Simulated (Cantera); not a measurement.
# Premixed flame

A freely propagating, adiabatic, planar premixed flame of H₂ : O₂ : N₂ : H₂O = 1 : 0.909 : 4.36 : 0.86 (molar parts), unburnt at 450 K and 100.0 Torr; mixture-averaged transport, grid criteria slope 0.08 and curve 0.16, no radiation.

Model: the H2/O2 subset of GRI-Mech 3.0, which has no nitrogen chemistry, integrated in Cantera. Burning velocities carry a grid error of a few per cent, more on coarse grids. Lean hydrogen flames are cellular in practice and burn faster than this planar one.

```json
[
 {"z (mm)": "-15.4", "T (K)": "450", "u (m/s)": "0.884", "x H₂": "0.140", "x O₂": "0.128", "x H₂O": "0.121", "x HO₂": "<1e-8", "x H": "<1e-8", "x O": "<1e-8"},
 {"z (mm)": "-10.3", "T (K)": "450", "u (m/s)": "0.883", "x H₂": "0.140", "x O₂": "0.128", "x H₂O": "0.121", "x HO₂": "1.16e-8", "x H": "<1e-8", "x O": "<1e-8"},
 {"z (mm)": "-7.69", "T (K)": "450", "u (m/s)": "0.882", "x H₂": "0.138", "x O₂": "0.128", "x H₂O": "0.121", "x HO₂": "1.27e-7", "x H": "<1e-8", "x O": "<1e-8"},
 {"z (mm)": "-5.13", "T (K)": "452", "u (m/s)": "0.881", "x H₂": "0.134", "x O₂": "0.128", "x H₂O": "0.122", "x HO₂": "3.27e-6", "x H": "<1e-8", "x O": "2.16e-8"},
 {"z (mm)": "-2.56", "T (K)": "514", "u (m/s)": "0.981", "x H₂": "0.110", "x O₂": "0.129", "x H₂O": "0.131", "x HO₂": "9.91e-5", "x H": "4.73e-5", "x O": "5.32e-6"},
 {"z (mm)": "-1.28", "T (K)": "707", "u (m/s)": "1.32", "x H₂": "0.0808", "x O₂": "0.122", "x H₂O": "0.156", "x HO₂": "6.17e-5", "x H": "0.00115", "x O": "0.000104"},
 {"z (mm)": "0", "T (K)": "956", "u (m/s)": "1.77", "x H₂": "0.0457", "x O₂": "0.102", "x H₂O": "0.199", "x HO₂": "2.94e-5", "x H": "0.00511", "x O": "0.00113"},
 {"z (mm)": "1.28", "T (K)": "1139", "u (m/s)": "2.10", "x H₂": "0.0196", "x O₂": "0.0804", "x H₂O": "0.238", "x HO₂": "1.71e-5", "x H": "0.00809", "x O": "0.00281"},
 {"z (mm)": "2.56", "T (K)": "1244", "u (m/s)": "2.29", "x H₂": "0.00960", "x O₂": "0.0703", "x H₂O": "0.255", "x HO₂": "1.24e-5", "x H": "0.00732", "x O": "0.00327"},
 {"z (mm)": "5.13", "T (K)": "1344", "u (m/s)": "2.47", "x H₂": "0.00539", "x O₂": "0.0657", "x H₂O": "0.265", "x HO₂": "9.13e-6", "x H": "0.00414", "x O": "0.00259"},
 {"z (mm)": "10.3", "T (K)": "1417", "u (m/s)": "2.59", "x H₂": "0.00301", "x O₂": "0.0639", "x H₂O": "0.271", "x HO₂": "6.39e-6", "x H": "0.00154", "x O": "0.00144"},
 {"z (mm)": "20.5", "T (K)": "1457", "u (m/s)": "2.66", "x H₂": "0.00127", "x O₂": "0.0631", "x H₂O": "0.275", "x HO₂": "3.71e-6", "x H": "0.000391", "x O": "0.000598"},
 {"z (mm)": "41.0", "T (K)": "1474", "u (m/s)": "2.69", "x H₂": "0.000405", "x O₂": "0.0630", "x H₂O": "0.277", "x HO₂": "1.57e-6", "x H": "6.82e-5", "x O": "0.000190"}
]
```
x: mole fraction of selected species; z is measured from the peak of heat release.

| Property | Result |
|---|---|
| laminar burning velocity | 88.4 cm/s |
| thermal thickness | 5.13 mm |
| peak x(HO₂) | 0.000100 |
| peak x(H) | 0.00817 |
| peak x(O) | 0.00328 |
| grid points | 105 |
